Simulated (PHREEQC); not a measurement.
Dissolve 0.01 mol NaH2PO4, 0.0021 mol NaOH and 1.6e-06 mol H4SiO4 per kg of water at 25 °C. Closed to the air; pH follows from the charge balance.

The numbers come from PHREEQC with the ion-association model, phreeqc.dat.

| quantity | before | after |
|---|---|---|
| pH | 6.47 | 6.43 |
| ionic strength (mol/kgw) | 0.0141 | 0.0141 |
| H2PO4- (mol/kgw) | 0.00790 | 0.00790 |
| HPO4-2 (mol/kgw) | 0.00207 | 0.00207 |
| NaHPO4- (mol/kgw) | 3.05e-5 | 3.01e-5 |
| H3PO4 (mol/kgw) | 3.48e-7 | 4.50e-7 |
| SI of Quartz (SiO2) | -1.81 | -2.02 |

Question: What was changed between the two runs?
(A) temperature from 25 to 70 °C
(B) H4SiO4 from 1.6e-06 to 3.2e-07 mol/kgw
(C) NaOH left out
(D) temperature from 25 to 40 °C
(E) diluted 10-fold with water

Answer: D, temperature from 25 to 40 °C

This is a speciation only: nothing precipitates in the calculation. At this temperature some constants are extrapolated from 25 °C, and those without enthalpy data are left unchanged.
